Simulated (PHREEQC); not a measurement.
Make-up at 25 °C: 0.0044 mol/kgw HF, 0.029 mol/kgw (NH4)2SiF6 and 0.00038 mol/kgw H2SO4. Closed to the air; pH follows from the charge balance.

Computed with PHREEQC (ion-association model, phreeqc.dat).

This is a speciation only: nothing precipitates in the calculation.

Q: What pH, ionic strength does the model give?

A: pH 2.74; ionic strength 0.0892 mol/kgw.

Q: In which forms is F present?

A: SiF6-2 97 %, HF 1.9 %, F- 1.0 % of the F.

Examples of supersaturated solids here: Quartz (slow to form). Others may be too. SiF6-2 is the database's only silicon fluoride.
